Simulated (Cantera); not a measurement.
A perfectly stirred reactor is fed with CH4 : O2 : N2 = 0.0067 : 0.029 : 1 (molar parts), at 100000 Pa; it is held at 1198 K, and followed from long to short residence time.

Computed with Cantera and GRI-Mech 3.0 (53 species, 325 reactions).

Predict: x(CH4) at τ = 0.350 s; x(O2) at τ = 0.350 s; x(CH3) at τ = 0.350 s; x(C2H2) at τ = 0.350 s; x(CH2CO) at τ = 0.350 s; x(CH4) at τ = 6.30 ms; x(O2) at τ = 6.30 ms; x(CH3) at τ = 6.30 ms.


* **x(CH4) at τ = 0.350 s**: 3.03e-5
* **x(O2) at τ = 0.350 s**: 0.0152
* **x(CH3) at τ = 0.350 s**: 1.21e-6
* **x(C2H2) at τ = 0.350 s**: 2.82e-9
* **x(CH2CO) at τ = 0.350 s**: 3.38e-8
* **x(CH4) at τ = 6.30 ms**: 0.00647
* **x(O2) at τ = 6.30 ms**: 0.0280
* **x(CH3) at τ = 6.30 ms**: 1.99e-7
